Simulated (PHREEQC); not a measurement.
Sulfide liquor: speciation

Dissolve 0.00017 mol H2S and 0.091 mol ZnCl2 per kg of water at 20 °C. Closed to the air; pH follows from the charge balance.

All values are PHREEQC results (ion-association model, phreeqc.dat), not measurements.

This is a speciation only: nothing precipitates in the calculation.

### Question
What pH, density, ionic strength does the model give?

### Answer
pH 3.88; density 1.009 g/cm³; ionic strength 0.254 mol/kgw.

### Question
In which forms is Zn present?

### Answer
Zn+2 90 %, ZnCl+ 9.1 %, ZnCl2 0.7 % of the Zn.

Examples of supersaturated solids here: Sphalerite (slow to form). Others may be too.
